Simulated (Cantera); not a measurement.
Input (Python, Cantera):

```python
import numpy as np
import cantera as ct

gas = ct.Solution("gri30.yaml")


def delay(T, t_max=10):
    gas.TPX = T, 1000000, {'H2': 1, 'O2': 0.641, 'N2': 3.4, 'H2O': 0.55}
    reactor = ct.IdealGasConstPressureReactor(gas, clone=False)
    net = ct.ReactorNet([reactor])
    net.rtol, net.atol = 1e-8, 1e-16
    while net.time < t_max:
        t_old, T_old = net.time, reactor.T
        net.step()
        if reactor.T > T + 400:  # ignition: a rise of 400 K
            return t_old + (T + 400 - T_old) / (reactor.T - T_old) * (net.time - t_old)
    return np.nan


taus = []
for T in [1250, 1325, 1400, 1475, 1550, 1625, 1700, 1775]:
    taus.append(delay(T))
    print(f"T0 = {T:6g} K   tau = {taus[-1]:.4e} s")
```

It prints:

```
T0 =   1250 K   tau = 1.0286e-04 s
T0 =   1325 K   tau = 2.0311e-05 s
T0 =   1400 K   tau = 5.6849e-06 s
T0 =   1475 K   tau = 3.0921e-06 s
T0 =   1550 K   tau = 2.1176e-06 s
T0 =   1625 K   tau = 1.6150e-06 s
T0 =   1700 K   tau = 1.3168e-06 s
T0 =   1775 K   tau = 1.1276e-06 s
```

Model: GRI-Mech 3.0 (53 species, 325 reactions), integrated in Cantera. The hydrogen kinetics of GRI-Mech 3.0 are dated; newer H2 mechanisms differ, most at raised pressure. Where the delays flatten at high temperature, the 400 K rule measures the pace of heat release, not the induction time.
